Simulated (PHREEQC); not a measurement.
## Nickel, zinc or cadmium bath: speciation

Make-up at 25 °C: 95 mmol/kgw CdSO4 and 0.82 mmol/kgw H3BO3. Closed to the air; pH follows from the charge balance.

All values are PHREEQC results (ion-association model, phreeqc.dat), not measurements.

This is a speciation only: nothing precipitates in the calculation.

**Question.** What pH, ionic strength does the model give?

**Answer.** pH 5.94; ionic strength 0.178 mol/kgw.

**Question.** In which forms is S present?

**Answer.** CdSO4 40 %, SO4-2 33 %, Cd(SO4)2-2 27 % of the S.

Species that the database lacks are ignored.
